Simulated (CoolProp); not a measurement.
Ammonia at 688.28 K and 0.678 MPa is throttled through a valve to 0.439 MPa with no heat exchange. Each further row changes one setting.

Computed with CoolProp (reference Helmholtz-energy equation of state, Gao 2020).

```json
[
 {"case": "as stated", "temperature change (K)": "?", "final density (kg/m³)": "1.31"},
 {"case": "outlet pressure 0.132 MPa", "temperature change (K)": "?", "final density (kg/m³)": "?"},
 {"case": "outlet pressure 0.571 MPa", "temperature change (K)": "?", "final density (kg/m³)": "?"}
]
```

Question: Fill in the missing entries.

Answer: 
- as stated, temperature change (K): -0.6
- outlet pressure 0.132 MPa, temperature change (K): -1.3
- outlet pressure 0.132 MPa, final density (kg/m³): 0.394
- outlet pressure 0.571 MPa, temperature change (K): -0.2
- outlet pressure 0.571 MPa, final density (kg/m³): 1.70
